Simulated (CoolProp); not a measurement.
The numbers come from the reference Helmholtz-energy equation of state, Bücker 2006 in CoolProp.

**Question.** For isobutane, give the phase and the density (kg/m³), speed of sound (m/s), expansivity (1/kK), viscosity (µPa s) at 208.4 K and 11.1 MPa; 310.9 K and 11.1 MPa.

**Answer.** 
- 208.4 K and 11.1 MPa: liquid; density 658, speed of sound 1400, expansivity 1.41, viscosity 529
- 310.9 K and 11.1 MPa: liquid; density 557, speed of sound 887, expansivity 1.94, viscosity 158

Viscosity comes from a separate model (Vogel 2000).
